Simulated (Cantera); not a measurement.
A closed system holds: 1 mol BF3, 5.5 mol O2, at 1002 °C and 53.0 Pa.

Cantera equilibrium calculation (NASA polynomials, part measured and part estimated; ideal gas, pure solids and liquids). Candidate condensed phases: B, B2O3; 21 gas species. Kinetics and transport are ignored.

Task: What is the equilibrium state?

Result: 
- x(O2) = 0.846
- x(BF3) = 0.154
- x(F) = 2.50e-5
- x(BOF) = 1.22e-5
- x(O) = 4.46e-6
- gas amount = 6.500 mol
- log10 activity of B(s) (absent) = -24.06
